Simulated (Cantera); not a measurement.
What does this Cantera script print?

```python
import numpy as np
import cantera as ct

gas = ct.Solution("gri30.yaml")


def delay(T, t_max=10):
    gas.TPX = T, 2800000, {'CH4': 1, 'CO': 1.4, 'O2': 2.73, 'N2': 10.3}
    reactor = ct.IdealGasReactor(gas, clone=False)
    net = ct.ReactorNet([reactor])
    net.rtol, net.atol = 1e-8, 1e-16
    while net.time < t_max:
        t_old, T_old = net.time, reactor.T
        net.step()
        if reactor.T > T + 400:  # ignition: a rise of 400 K
            return t_old + (T + 400 - T_old) / (reactor.T - T_old) * (net.time - t_old)
    return np.nan


taus = []
for T in [1100, 1150, 1200, 1250, 1300, 1350, 1400, 1450, 1500, 1550]:
    taus.append(delay(T))
    print(f"T0 = {T:6g} K   tau = {taus[-1]:.4e} s")
```

Output:

```
T0 =   1100 K   tau = 1.5164e-02 s
T0 =   1150 K   tau = 6.6732e-03 s
T0 =   1200 K   tau = 3.1155e-03 s
T0 =   1250 K   tau = 1.5339e-03 s
T0 =   1300 K   tau = 7.9218e-04 s
T0 =   1350 K   tau = 4.2706e-04 s
T0 =   1400 K   tau = 2.3930e-04 s
T0 =   1450 K   tau = 1.3887e-04 s
T0 =   1500 K   tau = 8.3217e-05 s
T0 =   1550 K   tau = 5.1372e-05 s
```

Model: GRI-Mech 3.0 (53 species, 325 reactions), integrated in Cantera. The pressure lies above the range GRI-Mech 3.0 was tuned for (to about 10 atm).
